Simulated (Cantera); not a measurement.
Equilibrium for silicon epitaxy and polysilicon growth: Si₃H₈ + HCl + H₂ + Cl₂

Input: 1 mol Si₃H₈, 0.057 mol HCl, 4.8 mol H₂, 0.12 mol Cl₂, equilibrated at 6900 Pa.

Cantera equilibrium calculation (NASA polynomials, part measured and part estimated; ideal gas, pure solids and liquids). Candidate condensed phases: Si; 19 gas species. The feed counts by its element totals alone. The tables' values for SiCl₃, SiCl are old estimates; treat these amounts as uncertain. Gases not in the tables: Si₂H₆ and higher silanes. Equilibrium is a limit: real reactors are often held back by kinetics, nucleation or transport.

```
T (°C)   x H₂    x HCl   x SiCl₄  x SiHCl₃   x SiCl₂  n Si(s)  n Si(l)
------  -----  -------  --------  --------  --------  -------  -------
550     0.989  0.00179   0.00519   0.00346   3.58e-6     2.92        0
700     0.985  0.00828   0.00401   0.00268  0.000112     2.94        0
850     0.975   0.0205   0.00149   0.00121  0.000914     2.96        0
1000    0.970   0.0273  0.000137  0.000195   0.00199     2.98        0
1150    0.970   0.0279   9.36e-6   2.53e-5   0.00242     2.98        0
1300    0.970   0.0276   9.66e-7   4.49e-6   0.00267     2.98        0
1450    0.969   0.0276   1.43e-7   1.03e-6   0.00271        0     2.98
```
x: gas mole fraction; n: condensed amount in mol.

From 550 °C to 1300 °C the condensed part is Si(s). At 1450 °C the condensed part is Si(l). The main Si-bearing gas is SiCl₄ at 550 °C and SiCl₂ at 1450 °C.
